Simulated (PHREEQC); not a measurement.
Dissolve 110 mmol/kgw Na2S, 50 mmol/kgw HCl, 0.18 mmol/kgw ZnCl2 and 9.4 mmol/kgw NaCl at 25 °C. Closed to the air; pH follows from the charge balance.

Computed with PHREEQC (ion-association model, phreeqc.dat).

| Quantity | Result |
|---|---|
| pH | 12.21 |
| ionic strength | 0.266 mol/kgw |
| activity of water | 0.993 |
| specific conductance | 21900 µS/cm |
| density | 1.006 g/cm³ |
| total alkalinity | 170 meq/kg |

```json
[
 {"species": "Na+", "molality": "0.229", "activity": "0.169", "log γ": "-0.134"},
 {"species": "HS-", "molality": "0.0733", "activity": "0.0501", "log γ": "-0.165"},
 {"species": "Cl-", "molality": "0.0598", "activity": "0.0415", "log γ": "-0.158"},
 {"species": "S-2", "molality": "0.0363", "activity": "0.00977", "log γ": "-0.569"},
 {"species": "OH-", "molality": "0.0237", "activity": "0.0162", "log γ": "-0.165"},
 {"species": "Zn(HS)3-", "molality": "9.20e-5", "activity": "6.77e-5", "log γ": "-0.133"},
 {"species": "Zn(HS)2", "molality": "8.80e-5", "activity": "9.35e-5", "log γ": "0.027"},
 {"species": "H2S", "molality": "2.55e-7", "activity": "2.71e-7", "log γ": "0.027"},
 {"species": "Zn(OH)3-", "molality": "9.53e-9", "activity": "7.02e-9", "log γ": "-0.133"}
]
```

No solid was allowed to form. Examples of supersaturated solids here: Sphalerite (slow to form). Others may be too. Complexes and solids missing from the database can't appear. With this much S-2 the pH rests on the database's HS-/S-2 constant; if that pK is higher, the solution is more alkaline. The database's pK near 12.9 for HS-/S-2 is now thought far too low, so its S-2 is overstated.
